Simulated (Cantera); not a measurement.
## Thermodynamics of roasting and sulfation, feed FeS2 + O2 + CO2 + H2S

Input: 1 mol FeS2, 7.7 mol O2, 2 mol CO2, 4.3 mol H2S, at 1100 K and 100000 Pa.

These are equilibrium values from Cantera (NASA tables, ideal gas, pure condensed phases), not measurements of a reactor. Candidate condensed phases: C, C6H6, C7H8, C8H18, Fe, Fe(CO)5, FeO, Fe(OH)2, Fe(OH)3, FeS, FeSO4, FeS2, Fe2O3, Fe2(SO4)3, Fe3O4, H2O, H2SO4, S; 127 gas species. Mutual solubility and eutectic melting of coexisting phases are not modelled. FeS: taken at fixed stoichiometry. Gases not in the tables: S3 to S7. Rates play no part.

```yaml
x(SO2): 0.444
x(H2O): 0.355
x(CO2): 0.169
x(S2): 0.0198
x(H2S): 0.00892
x(S2O): 0.00196
x(H2): 0.00125
x(CO): 0.000604
x(COS): 0.000136
n(FeS(s)): 0.447 mol
n(Fe3O4(s)): 0.184 mol
gas_amount: 11.79 mol
log10 activity of S(l) (absent): -1.46
log10 activity of Fe(α) (absent): -3.49
log10 activity of Fe(OH)2(s) (absent): -5.90
```
